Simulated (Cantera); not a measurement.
Feed: 1 mol SiH2Cl2, 0.1 mol Cl2, 280 mol H2, held at 1625 K and 5100 Pa.

These are equilibrium values from Cantera (NASA tables, ideal gas, pure condensed phases), not measurements of a reactor. Candidate condensed phases: Si; 19 gas species. Equilibrium is a limit: real reactors are often held back by kinetics, nucleation or transport.

Base state: H2 0.992, HCl 0.00741, H 0.000311, SiCl2 0.000194 (mole fractions); condensed: Si(s).

### Question
What changes in the equilibrium state with this change: SiH2Cl2 replaced by Si3H8?

### Answer
```json
[
 {"species": "H2", "before": "0.992", "after": "0.999"},
 {"species": "HCl", "before": "0.00741", "after": "0.000700"},
 {"species": "H", "before": "0.000311", "after": "0.000312"},
 {"species": "SiCl2", "before": "0.000194", "after": "1.72e-6"},
 {"species": "Si(s), mol", "before": "0.942", "after": "3.00"}
]
```
The feed counts by its element totals alone.
